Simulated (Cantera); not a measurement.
An isothermal, constant-pressure homogeneous reactor starts with NH3 : H2 = 1 : 0.44 (molar parts), at 1625 K and 100000 Pa.

Cantera simulation using the gas-phase N/H chemistry of the illustrative SiF4/NH3 mechanism in the Surface Chemkin manual (1991); the numbers are that mechanism's predictions, not measurements. Walls and surfaces, which speed up NH3 decomposition in real reactors, are not modelled.

x: mole fraction; the columns are a selection and need not sum to one.

```csv
t (s),x NH3,x H2,x NH2,x H,x N2H2,x N
1.00e-5,0.694,0.306,7.93e-7,1.49e-7,6.36e-12,<1e-12
2.64e-5,0.694,0.306,2.10e-6,3.86e-7,8.95e-11,<1e-12
6.96e-5,0.694,0.306,5.54e-6,1.01e-6,9.68e-10,1.65e-12
0.000184,0.694,0.306,1.45e-5,2.65e-6,8.33e-9,3.16e-11
0.000484,0.694,0.306,3.71e-5,6.75e-6,6.20e-8,5.21e-10
0.00128,0.694,0.306,7.61e-5,1.38e-5,2.93e-7,4.30e-9
0.00337,0.694,0.306,9.08e-5,1.66e-5,4.33e-7,7.19e-9
0.00890,0.693,0.306,9.10e-5,1.66e-5,4.34e-7,7.24e-9
0.0235,0.691,0.308,9.07e-5,1.67e-5,4.31e-7,7.24e-9
0.0619,0.685,0.312,9.02e-5,1.70e-5,4.24e-7,7.24e-9
0.163,0.671,0.322,8.87e-5,1.76e-5,4.07e-7,7.24e-9
0.431,0.635,0.347,8.51e-5,1.92e-5,3.66e-7,7.21e-9
1.14,[?],[?],[?],[?],[?],7.08e-9
3.00,0.415,0.503,6.08e-5,3.05e-5,1.65e-7,6.52e-9
```

**Question.** Some entries are withheld; supply them.

**Answer.** 
- 1.14, x NH3: 0.556
- 1.14, x H2: 0.403
- 1.14, x NH2: 7.67e-5
- 1.14, x H: 2.30e-5
- 1.14, x N2H2: 2.84e-7
